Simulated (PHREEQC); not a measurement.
1 kg of water holding 0.011 mol/kgw Na2CO3, 0.0036 mol/kgw NaCl, 0.0074 mol/kgw Na2SO4 and 0.2 mol/kgw NaOH is evaporated at 20 °C; the solids stay in contact with the brine. CO2 is held at log p = -3.4 (atm). Only these solids could form: Burkeite, Halite, Mirabilite, Nahcolite, Natron, Thenardite, Trona.

The series has 21 steps of water left (kg), from 1.001 to 0.01991.

The numbers come from PHREEQC with the Pitzer model, pitzer.dat.

Question: Which solids form, in which order, and at which step of the series does each first stand?

Answer: Trona from water left = 0.03039 kg (pH 10.13).
